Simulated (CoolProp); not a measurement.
Properties of hexamethyldisiloxane (MM) along the isobar 22.6 bar.

Values from CoolProp's reference Helmholtz-energy equation of state, Thol 2016.

| T (K) | phase | cp (kJ/(kg K)) | Joule-Thomson coefficient (K/MPa) |
|---|---|---|---|
| 340.7 | liquid | 2.009 | -0.3368 |
| 366.2 | liquid | 2.081 | -0.2765 |
| 391.6 | liquid | 2.156 | -0.1983 |
| 417.1 | liquid | 2.236 | -0.08870 |
| 442.5 | liquid | 2.324 | 0.07891 |
| 468 | liquid | 2.433 | 0.3775 |
| 493.5 | liquid | 2.607 | 1.076 |
| 518.9 | supercritical | 3.339 | 4.921 |
